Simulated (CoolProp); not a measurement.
Vapour-liquid equilibrium of isobutane (1) + isobutene (2) at 870 kPa; x and y are mole fractions of (1).

Values from CoolProp's multi-fluid Helmholtz-energy mixture model, Bücker 2006 and Lemmon 2005; pair parameters Bell 2016.

| x | bubble temperature (K) | y at the bubble point | dew temperature at overall composition x (K) | liquid density (mol/L) |
|---|---|---|---|---|
| 0.05 | 337.4 | 0.056 | 337.4 | 9.473 |
| 0.2 | 336.4 | 0.217 | 336.5 | 9.335 |
| 0.35 | 335.6 | 0.372 | 335.7 | 9.199 |
| 0.5 | 334.9 | 0.520 | 335.0 | 9.067 |
| 0.65 | 334.3 | 0.666 | 334.4 | 8.937 |
| 0.8 | 333.8 | 0.809 | 333.8 | 8.811 |
| 0.95 | 333.3 | 0.952 | 333.3 | 8.688 |

No azeotrope shows between x = 0.05 and 0.95.

The pair parameters rest on a limited set of measurements; away from them the model extrapolates.
